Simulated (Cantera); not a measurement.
A perfectly stirred reactor is fed with CH4 : N2 = 1 : 1.1 (molar parts), at 713 Torr; it is held at 1275 K, and followed from long to short residence time.

Model: GRI-Mech 3.0 (53 species, 325 reactions), integrated in Cantera. GRI-Mech 3.0 stops at C3 and has no aromatics, soot or wall deposition, so with more carbon than oxygen in the feed, carbon stays in small species such as C2H2 where larger ones or solid carbon would form.

### Question
What does this change do: temperature 1275 to 2000 K?

### Answer
```
quantity                 before     after
----------------------  -------  --------
x(CH4) at τ = 5.40 s      0.462   0.00246
x(C2H4) at τ = 5.40 s   0.00162  0.000488
x(C2H2) at τ = 5.40 s   0.00326     0.159
x(H2) at τ = 5.40 s      0.0133     0.480
x(HCN) at τ = 5.40 s     <1e-12   0.00104
x(CH4) at τ = 42.0 ms     0.476    0.0180
x(C2H4) at τ = 42.0 ms  3.37e-6  0.000546
x(C2H2) at τ = 42.0 ms  3.87e-8     0.154
x(H2) at τ = 42.0 ms    4.15e-5     0.464
x(HCN) at τ = 42.0 ms    <1e-12   4.03e-5
```
